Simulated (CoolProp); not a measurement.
Vapour-liquid equilibrium of fluoroethane (R161) (1) + R134a (2) at 1.14 MPa; x and y are mole fractions of (1).

Computed with CoolProp (multi-fluid Helmholtz-energy mixture model, Wu 2012 and Tillner-Roth 1994; pair parameters Bell 2016).

Give the bubble temperature and the first vapour's composition at x = 0.05, 0.75, 0.85. Is there an azeotrope?

x = 0.05: 43.9 °C, y = 0.057; x = 0.75: 36.3 °C, y = 0.798; x = 0.85: 35.0 °C, y = 0.884. No azeotrope shows between x = 0.05 and 0.95.

Pair parameters are fitted to limited data, so mixtures are less certain than the pure fluids.
